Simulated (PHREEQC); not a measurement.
**Hard or scaling water: an equilibrium model**

Make-up at 5.9 °C: 0.33 mmol/kgw Ca(HCO3)2 and 0.04 mmol/kgw CO2. Closed to the air; pH follows from the charge balance.

All values are PHREEQC results (ion-association model, phreeqc.dat), not measurements.

```
Property                     Value
----------------  ----------------
pH                            7.69
ionic strength    0.000987 mol/kgw
total alkalinity      0.660 meq/kg
```

```tsv
species	molality	activity	log γ
HCO3-	0.000656	0.000634	-0.015
Ca+2	0.000328	0.000286	-0.059
CO2	4.14e-5	4.15e-5	0.000
CaHCO3+	1.54e-6	1.49e-6	-0.015
CO3-2	1.02e-6	8.92e-7	-0.059
CaCO3	3.44e-7	3.44e-7	0.000
OH-	1.03e-7	9.94e-8	-0.015
H+	2.11e-8	2.04e-8	-0.014
CaOH+	2.41e-9	2.33e-9	-0.015
```

This is a speciation only: nothing precipitates in the calculation. Constants without temperature data keep their 25 °C values here.
